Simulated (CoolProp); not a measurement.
Carbon monoxide along the isotherm 212.3 K: Z from the reference equation and from simpler models built on Tc = 132.9 K, pc = 34.98 bar, ω = 0.050; each cubic takes its own stable root.

Values from CoolProp's reference Helmholtz-energy equation of state, Lemmon 2006. It is a short technical equation, of lower accuracy than the large ones.

| p (bar) | phase | reference |
|---|---|---|
| 0.553 | gas | 0.9988 |
| 0.894 | gas | 0.9981 |
| 1.44 | gas | 0.9970 |
| 2.33 | gas | 0.9951 |
| 3.77 | gas | 0.9922 |
| 6.09 | gas | 0.9874 |
| 9.84 | gas | 0.9798 |
| 15.9 | gas | 0.9678 |
| 25.7 | gas | 0.9491 |
| 41.5 | supercritical | 0.9214 |
| 67 | supercritical | 0.8843 |
| 108 | supercritical | 0.8517 |
| 175 | supercritical | 0.8783 |

Task: How far does each simpler model (van der Waals, Redlich-Kwong, Soave-Redlich-Kwong, Peng-Robinson) lie from the reference over these 13 states: mean and median of the absolute difference, and the worst?

Result: 
- van der Waals: mean 1.4 %, median 0.4 %, worst -6.7 % at 212.3 K and 108 bar
- Redlich-Kwong: mean 0.3 %, median 0.2 %, worst -1.0 % at 212.3 K and 108 bar
- Soave-Redlich-Kwong: mean 0.8 %, median 0.2 %, worst +3.5 % at 212.3 K and 175 bar
- Peng-Robinson: mean 0.9 %, median 0.5 %, worst -2.9 % at 212.3 K and 175 bar
